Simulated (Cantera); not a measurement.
A perfectly stirred reactor is fed with H₂ : O₂ = 0.41 : 1 (molar parts), equivalence ratio 0.20, at 0.00513 atm; it is held at 1423 K, and followed from long to short residence time.

Computed with Cantera and the H2/O2 subset of GRI-Mech 3.0, which has no nitrogen chemistry. Radical loss at walls, strong at low pressure, is not modelled. The temperature is held fixed by assumption; the heat of reaction is taken as removed at once.

Q: What does this change do: H2 0.41 to 0.92 parts?

A: 
```csv
quantity,before,after
x(H₂) at τ = 16.0 s,0.000716,0.00198
x(O₂) at τ = 16.0 s,0.655,0.367
x(O) at τ = 16.0 s,0.00285,0.00241
x(OH) at τ = 16.0 s,0.00480,0.00601
x(HO₂) at τ = 16.0 s,9.91e-7,1.43e-6
x(H₂) at τ = 61.0 ms,0.0160,0.0429
x(O₂) at τ = 61.0 ms,0.579,0.325
x(O) at τ = 61.0 ms,0.0729,0.0678
x(OH) at τ = 61.0 ms,0.0213,0.0263
x(HO₂) at τ = 61.0 ms,2.61e-6,2.57e-6
```

Q: What does this change do: O2 1 to 2.3 parts?

A: 
```tsv
quantity	before	after
x(H₂) at τ = 16.0 s	0.000716	0.000315
x(O₂) at τ = 16.0 s	0.655	0.832
x(O) at τ = 16.0 s	0.00285	0.00328
x(OH) at τ = 16.0 s	0.00480	0.00357
x(HO₂) at τ = 16.0 s	9.91e-7	5.69e-7
x(H₂) at τ = 61.0 ms	0.0160	0.00556
x(O₂) at τ = 61.0 ms	0.579	0.763
x(O) at τ = 61.0 ms	0.0729	0.0626
x(OH) at τ = 61.0 ms	0.0213	0.0142
x(HO₂) at τ = 61.0 ms	2.61e-6	1.71e-6
```
